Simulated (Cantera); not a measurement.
Halide evaporation, hydrolysis and transport: PbF2 + N2

Feed: 1 mol PbF2, 43 mol N2.

Method: chemical equilibrium by Gibbs-energy minimisation in Cantera with the NASA 1993 tables (ideal gas, pure condensed phases). Candidate condensed phases: Pb, PbF2; 12 gas species. Each liquid is taken as pure. Mutual solubility and eutectic melting of coexisting phases are not modelled. Kinetics and transport are ignored.

Stable condensed phases:

```
T in K \ P in Pa
           0.10   0.72    5.2     37    270   1900  14000 100000
   2150       A      A      A      A      A      A      A      A
   2075       A      A      A      A      A      A      A      A
   2000       A      A      A      A      A      A      A      A
   1925       A      A      A      A      A      A      A      A
   1850       A      A      A      A      A      A      A      A
   1775       A      A      A      A      A      A      A      A
   1700       A      A      A      A      A      A      A      A
   1625       A      A      A      A      A      A      A      A
   1550       A      A      A      A      A      A      A      A
   1475       A      A      A      A      A      A      A      A
   1400       A      A      A      A      A      A      A      A
   1325       A      A      A      A      A      A      A      B
   1250       A      A      A      A      A      A      A      B
   1175       A      A      A      A      A      A      B      C
```

A: gas only; B: Pb; C: Pb + PbF2.
